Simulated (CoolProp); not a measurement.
Vapour-liquid equilibrium of R134a (1) + n-butane (2) at 323.1 K; x and y are mole fractions of (1).

Computed with CoolProp (multi-fluid Helmholtz-energy mixture model, Tillner-Roth 1994 and Bücker 2006; pair parameters Bell 2016).

Give the bubble pressure and the first vapour's composition at x = 0.125, 0.425, 0.5. Is there an azeotrope?

x = 0.125: 0.8917 MPa, y = 0.453; x = 0.425: 1.249 MPa, y = 0.654; x = 0.5: 1.289 MPa, y = 0.679. y crosses x between x = 0.8 and 0.875: the model has an azeotrope there.

The pair parameters rest on a limited set of measurements; away from them the model extrapolates. With so large a gap from Raoult's law the liquid may split in two, which this calculation doesn't test in full.
